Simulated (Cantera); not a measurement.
A closed system holds: 1 mol SiCl4, 7 mol NH3, 24 mol H2, equilibrated at 33.0 mbar.

These are equilibrium values from Cantera (NASA tables, ideal gas, pure condensed phases), not measurements of a reactor. Candidate condensed phases: NH4Cl, Si, Si3N4; 28 gas species. Gases not in the tables: Si2H6 and higher silanes. Equilibrium is a limit: real reactors are often held back by kinetics, nucleation or transport.

**Question.** Which condensed phases are stable at each of these points (T (°C)): 925, 975, 1025, 1075, 1125, 1175, 1225, 1275, 1325, 1375, 1425, 1475?

**Answer.** 
```csv
T (°C),condensed phases,Si condensed (%)
925,Si3N4(s),99.7
975,Si3N4(s),99.6
1025,Si3N4(s),99.3
1075,Si3N4(s),98.6
1125,Si3N4(s),97.1
1175,Si3N4(s),94.4
1225,Si3N4(s),89.4
1275,Si3N4(s),81.6
1325,Si3N4(s),70.6
1375,Si3N4(s),56.6
1425,Si3N4(s),40.7
1475,Si(l),30.4
```

From 925 °C to 1425 °C the condensed part is Si3N4(s). At 1475 °C the condensed part is Si(l).
